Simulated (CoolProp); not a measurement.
A simple Rankine cycle with n-hexane: condensing at 330.15 K, boiler at 1.78 MPa, turbine inlet 474.2 K, turbine efficiency 0.65, pump efficiency 0.6, no recuperator. Each further row changes one setting.

Values from CoolProp's reference Helmholtz-energy equation of state, Thol 2019.

```
case                             thermal efficiency (%)  net work (kJ/kg)  heat in (kJ/kg)  turbine exit temperature (K)  volume ratio over the turbine
-------------------------------  ----------------------  ----------------  ---------------  ----------------------------  -----------------------------
as stated                                          12.4                 …              590                         415.5                           34.6
turbine inlet 494.2 K                                 …                 …              651                         439.8                           31.5
condensing temperature 322.15 K                    13.1              79.9              609                         412.1                           45.7
boiler pressure 1.25 MPa                              …              70.5              616                             …                           20.6
turbine efficiency 0.55                            10.4                 …              590                             …                           35.1
```

Q: Complete the blanks.

A: 
- as stated, net work (kJ/kg): 73.1
- turbine inlet 494.2 K, thermal efficiency (%): 12.2
- turbine inlet 494.2 K, net work (kJ/kg): 79.3
- boiler pressure 1.25 MPa, thermal efficiency (%): 11.4
- boiler pressure 1.25 MPa, turbine exit temperature (K): 428.5
- turbine efficiency 0.55, net work (kJ/kg): 61.2
- turbine efficiency 0.55, turbine exit temperature (K): 420.9
